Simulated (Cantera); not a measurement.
What does this Cantera script print?

```python
import numpy as np
import cantera as ct

gas_names = """
    CL2 SiCL2 H2 HCL FeCL3
""".split()
cond_names = """
    Si(cr) Si(L) Fe(a) Fe(c) Fe(d) Fe(L)
""".split()


# ... load() reads the species with a 1 bar reference pressure and builds the phases ...
species = {s.name: s for s in load("nasa_gas.yaml", gas_names) + load("nasa_condensed.yaml", cond_names)}
# Each term lists the table entries of one substance; the one whose range holds T is used.
reactions = {
    'Si + Cl2(g) = SiCl2(g)':
        [(-1, ['Si(cr)', 'Si(L)']), (-1, ['CL2']), (1, ['SiCL2'])],
    'H2(g) + Cl2(g) = 2 HCl(g)':
        [(-1, ['H2']), (-1, ['CL2']), (2, ['HCL'])],
    '0.6667 Fe + Cl2(g) = 0.6667 FeCl3(g)':
        [(-0.6666666666666666, ['Fe(a)', 'Fe(c)', 'Fe(d)', 'Fe(L)']), (-1, ['CL2']), (0.6666666666666666, ['FeCL3'])],
}


def pick(names, T):
    return next(species[n] for n in names if species[n].thermo.min_temp <= T <= species[n].thermo.max_temp)


results = []
for label, terms in reactions.items():
    print(label)
    print("     T/K   dH/kJ  dS/(J/K)   dG/kJ   log10 K")
    for T in [425, 500, 575, 650, 725, 800, 875, 950, 1025, 1100]:
        used = [(nu, pick(names, T)) for nu, names in terms]
        dH = sum(nu * s.thermo.h(T) for nu, s in used) / 1e6
        dS = sum(nu * s.thermo.s(T) for nu, s in used) / 1e3
        dG = dH - T * dS / 1e3
        logK = -dG * 1e6 / (ct.gas_constant * T * np.log(10))
        results.append((label, T, dH, dS, dG, logK, [s.name for _, s in used]))
        print(f"{T:8g} {dH:8.1f} {dS:8.1f} {dG:8.1f} {logK:8.2f}")
```

Output:

```
Si + Cl2(g) = SiCl2(g)
     T/K   dH/kJ  dS/(J/K)   dG/kJ   log10 K
     425   -169.0     38.3   -185.3    22.78
     500   -169.4     37.6   -188.2    19.66
     575   -169.7     37.0   -191.0    17.35
     650   -170.1     36.4   -193.7    15.57
     725   -170.5     35.8   -196.4    14.15
     800   -170.9     35.2   -199.1    13.00
     875   -171.3     34.7   -201.7    12.04
     950   -171.8     34.2   -204.3    11.23
    1025   -172.3     33.7   -206.8    10.54
    1100   -172.8     33.2   -209.3     9.94
H2(g) + Cl2(g) = 2 HCl(g)
     T/K   dH/kJ  dS/(J/K)   dG/kJ   log10 K
     425   -185.3     18.0   -193.0    23.72
     500   -185.8     17.0   -194.3    20.30
     575   -186.3     16.0   -195.6    17.76
     650   -186.8     15.2   -196.7    15.81
     725   -187.3     14.5   -197.8    14.25
     800   -187.8     13.9   -198.9    12.99
     875   -188.2     13.4   -199.9    11.94
     950   -188.6     13.0   -200.9    11.05
    1025   -188.9     12.7   -201.9    10.29
    1100   -189.2     12.4   -202.8     9.63
0.6667 Fe + Cl2(g) = 0.6667 FeCl3(g)
     T/K   dH/kJ  dS/(J/K)   dG/kJ   log10 K
     425   -168.7    -11.8   -163.7    20.12
     500   -168.9    -12.0   -162.8    17.01
     575   -169.0    -12.4   -161.9    14.71
     650   -169.3    -12.8   -161.0    12.94
     725   -169.7    -13.3   -160.0    11.53
     800   -170.1    -13.9   -159.0    10.38
     875   -170.7    -14.6   -157.9     9.43
     950   -171.6    -15.6   -156.8     8.62
    1025   -172.9    -16.9   -155.6     7.93
    1100   -174.9    -18.8   -154.2     7.32
```

Cantera with NASA thermochemical tables; ideal gases at 1 bar, condensed phases pure. Condensed species are held in their standard states even where they would react or evaporate.
